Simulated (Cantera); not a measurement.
Cantera run, input and output.

```python
import numpy as np
import cantera as ct

gas = ct.Solution("gri30.yaml")
gas.TPX = 1875, 98, {'C2H6': 1, 'N2': 9.3}
inlet = ct.Reservoir(gas, clone=True)

reactor = ct.IdealGasConstPressureReactor(gas, energy="off", clone=False)
exhaust = ct.Reservoir(gas, clone=True)
tau = [0.55, 0.21, 0.078, 0.03, 0.011, 0.0042, 0.0016, 0.0006, 0.00023][0]
for a, b in ((inlet, reactor), (reactor, exhaust)):
    ct.MassFlowController(a, b, mdot=lambda t: reactor.mass / tau)
net = ct.ReactorNet([reactor])
show = ['C2H6', 'H', 'CH4', 'C2H4', 'CH2']

rows = []
print(f"{'tau/s':>10s}{'T/K':>9s}" + "".join(f"{s:>11s}" for s in show))
for tau in [0.55, 0.21, 0.078, 0.03, 0.011, 0.0042, 0.0016, 0.0006, 0.00023]:
    net.initial_time = 0.0
    net.advance(30 * tau)
    before = gas.X
    net.advance(40 * tau)
    drift = np.max(np.abs(gas.X - before) / (gas.X + 1e-9))
    rows.append([gas.T, *gas[show].X, drift])
    print(f"{tau:10.3e}{gas.T:9.1f}" + "".join(f"{x:11.3e}" for x in gas[show].X))
```

It prints:

```
     tau/s      T/K       C2H6          H        CH4       C2H4        CH2
 5.500e-01   1875.0  1.727e-04  2.416e-03  1.153e-02  1.065e-03  4.357e-05
 2.100e-01   1875.0  4.380e-04  2.605e-03  1.599e-02  2.398e-03  6.402e-05
 7.800e-02   1875.0  1.133e-03  2.822e-03  2.082e-02  5.205e-03  9.254e-05
 3.000e-02   1875.0  2.827e-03  2.993e-03  2.421e-02  1.015e-02  1.279e-04
 1.100e-02   1875.0  7.343e-03  3.009e-03  2.370e-02  1.774e-02  1.703e-04
 4.200e-03   1875.0  1.784e-02  2.695e-03  1.735e-02  2.320e-02  2.006e-04
 1.600e-03   1875.0  3.896e-02  1.957e-03  8.180e-03  1.818e-02  1.838e-04
 6.000e-04   1875.0  6.675e-02  9.752e-04  2.298e-03  5.936e-03  1.026e-04
 2.300e-04   1875.0  8.494e-02  2.407e-04  4.783e-04  6.310e-04  2.638e-05
```

Cantera simulation using GRI-Mech 3.0 (53 species, 325 reactions); the numbers are that mechanism's predictions, not measurements. GRI-Mech 3.0 stops at C3 and has no aromatics, soot or wall deposition, so with more carbon than oxygen in the feed, carbon stays in small species such as C2H2 where larger ones or solid carbon would form. Radical loss at walls, strong at low pressure, is not modelled.
